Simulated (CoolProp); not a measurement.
R365MFC along the isotherm 90.95 °C: Z from the reference equation and from simpler models built on Tc = 186.9 °C, pc = 3.266 MPa, ω = 0.377; each cubic takes its own stable root.

Model: reference Helmholtz-energy equation of state, Lemmon 2016, in CoolProp.

| p (MPa) | phase | reference |
|---|---|---|
| 0.544 | liquid | 0.02417 |
| 1.09 | liquid | 0.04829 |
| 1.63 | liquid | 0.07201 |
| 2.18 | liquid | 0.09605 |
| 2.72 | liquid | 0.1195 |
| 3.27 | liquid | 0.1433 |
| 3.81 | liquid | 0.1666 |
| 4.36 | liquid | 0.1902 |
| 4.9 | liquid | 0.2133 |
| 5.44 | liquid | 0.2363 |
| 5.99 | liquid | 0.2596 |
| 6.53 | liquid | 0.2824 |
| 7.08 | liquid | 0.3055 |
| 7.62 | liquid | 0.3282 |
| 8.17 | liquid | 0.3511 |

Problem. How far does each simpler model (van der Waals, Redlich-Kwong, Soave-Redlich-Kwong, Peng-Robinson) lie from the reference over these 15 states: mean and median of the absolute difference, and the worst?

Solution. 
- van der Waals: mean 396.8 %, median 59.9 %, worst +3648.9 % at 90.95 °C and 0.544 MPa
- Redlich-Kwong: mean 249.4 %, median 14.7 %, worst +3535.9 % at 90.95 °C and 0.544 MPa
- Soave-Redlich-Kwong: mean 8.6 %, median 8.5 %, worst +10.0 % at 90.95 °C and 0.544 MPa
- Peng-Robinson: mean 3.9 %, median 4.0 %, worst -4.6 % at 90.95 °C and 8.17 MPa

At some of these states van der Waals, Redlich-Kwong gives the other phase, because its saturation line lies elsewhere.
